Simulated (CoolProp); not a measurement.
Vapour-liquid equilibrium of CH2F2 (R32) (1) + R1234yf (2) at 300.5 K; x and y are mole fractions of (1).

Computed with CoolProp (multi-fluid Helmholtz-energy mixture model, Tillner-Roth 1997 and Lemmon 2022; pair parameters Bell 2023).

| x | bubble pressure, mixture model (kPa) | bubble pressure, Raoult's law (kPa) | y, mixture model | y, Raoult's law |
|---|---|---|---|---|
| 0.05 | [?] | 782.3 | 0.121 | 0.115 |
| 0.125 | [?] | 862.5 | 0.268 | 0.261 |
| 0.2 | 1023 | 942.8 | 0.383 | 0.382 |
| 0.275 | 1125 | 1023 | 0.475 | 0.483 |
| 0.35 | [?] | 1103 | 0.551 | 0.571 |
| 0.425 | 1308 | 1183 | 0.615 | 0.646 |
| 0.5 | 1391 | 1264 | 0.672 | 0.712 |
| 0.575 | 1467 | 1344 | 0.723 | 0.770 |
| 0.65 | 1537 | 1424 | 0.770 | 0.821 |
| 0.725 | 1602 | 1504 | 0.816 | 0.867 |
| 0.8 | 1663 | 1585 | 0.863 | 0.908 |
| 0.875 | 1719 | 1665 | 0.911 | 0.945 |
| 0.95 | 1769 | 1745 | 0.962 | 0.979 |

Fill in the missing entries.


- 0.05, bubble pressure, mixture model (kPa): 804.3
- 0.125, bubble pressure, mixture model (kPa): 915.7
- 0.35, bubble pressure, mixture model (kPa): 1220

The largest gap from Raoult's law is +10.6 % in bubble pressure, at x = 0.35. No azeotrope shows between x = 0.05 and 0.95.

Pair parameters are fitted to limited data, so mixtures are less certain than the pure fluids.
